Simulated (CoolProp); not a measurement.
Saturated liquid density (kg/m³) of R13: the reference equation beside estimates from Tc = 303.0 K, pc = 3.973 MPa, ω = 0.175.

Computed with CoolProp (reference Helmholtz-energy equation of state, Platzer 1990). This equation is an older, rougher fit; its heat capacities, sound speeds and derivatives of the liquid may be far off and weren't checked against measurements.

```tsv
T (K)	reference	Soave-Redlich-Kwong	Peng-Robinson
150.4	1670	1623	1826
158.1	1643	1600	1802
165.9	1615	1575	1775
173.6	1588	1550	1748
181.4	1559	1522	1718
189.1	1530	1494	1688
196.9	1500	1463	1654
204.6	1470	1431	1619
212.4	1438	1396	1581
```

Absolute difference from the reference over all 9 rows, mean and median: Soave-Redlich-Kwong 2.6 and 2.5 %, Peng-Robinson 10.0 and 10.1 %.
